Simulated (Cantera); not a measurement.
## Ignition delay

Mixture: H2 : O2 : N2 = 1 : 0.385 : 1.45 (molar parts), equivalence ratio 1.3, at 10.0 bar, adiabatic and at constant pressure. Ignition delay is the time to a rise of 400 K.

Cantera simulation using GRI-Mech 3.0 (53 species, 325 reactions); the numbers are that mechanism's predictions, not measurements. The hydrogen kinetics of GRI-Mech 3.0 are dated; newer H2 mechanisms differ, most at raised pressure.

```tsv
T0 (K)	delay (ms)
998	8.20
1098	0.838
1198	0.0643
1298	0.00534
1398	0.00239
1498	0.00150
1598	0.00106
1698	0.000818
```

```json
{
 "apparent activation energy between 1498 and 1698 K": "64 kJ/mol"
}
```
